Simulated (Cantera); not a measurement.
A freely propagating, adiabatic, planar premixed flame of CO : H2 : O2 : N2 : H2O = 1 : 0.18 : 0.59 : 1.65 : 0.9 (molar parts), equivalence ratio 1.0, unburnt at 575 K and 0.109 atm; mixture-averaged transport, grid criteria slope 0.08 and curve 0.16, no radiation.

Cantera simulation using GRI-Mech 3.0 (53 species, 325 reactions); the numbers are that mechanism's predictions, not measurements. Burning velocities carry a grid error of a few per cent, more on coarse grids.

Problem. How do the results move with these cheaper or finer settings: unity-Lewis-number transport; multicomponent transport; multicomponent+Soret transport; grid criteria slope 0.5, curve 1; grid criteria slope 0.25, curve 0.5; grid criteria slope 0.03, curve 0.06?

Solution. 
| setting | laminar burning velocity | thermal thickness | peak x(O) | peak x(HO2) | grid points |
|---|---|---|---|---|---|
| as above | 234 cm/s | 9.00 mm | 0.0119 | 9.76e-5 | 169 |
| unity-Lewis-number transport | 139 cm/s | 6.25 mm | 0.0122 | 7.01e-5 | 142 |
| multicomponent transport | 233 cm/s | 9.05 mm | 0.0119 | 9.74e-5 | 170 |
| multicomponent+Soret transport | 224 cm/s | 8.95 mm | 0.0118 | 9.71e-5 | 170 |
| grid criteria slope 0.5, curve 1 | 258 cm/s | 11.2 mm | 0.0120 | 9.27e-5 | 42 |
| grid criteria slope 0.25, curve 0.5 | 244 cm/s | 9.86 mm | 0.0120 | 9.58e-5 | 78 |
| grid criteria slope 0.03, curve 0.06 | 231 cm/s | 8.79 mm | 0.0119 | 9.83e-5 | 314 |
The base run took about 30 core-seconds (a rough figure).
Unity Lewis numbers drop preferential diffusion, which matters most where H2 and H carry the flame; Soret adds thermal diffusion.
